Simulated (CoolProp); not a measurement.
The numbers come from the reference Helmholtz-energy equation of state, Zhou 2014 in CoolProp.

**Question.** Give the vapour pressure (kPa), liquid cp (kJ/(kg K)), vapour Z, surface tension (mN/m) of saturated cyclohexane at 431.7 K.

**Answer.** 
```tsv
T (K)	p (kPa)	liquid cp (kJ/(kg K))	vapour Z	surface tension (mN/m)
431.7	654	2.56	0.861	9.59
```

Surface tension comes from a separate correlation (Mulero 2012).
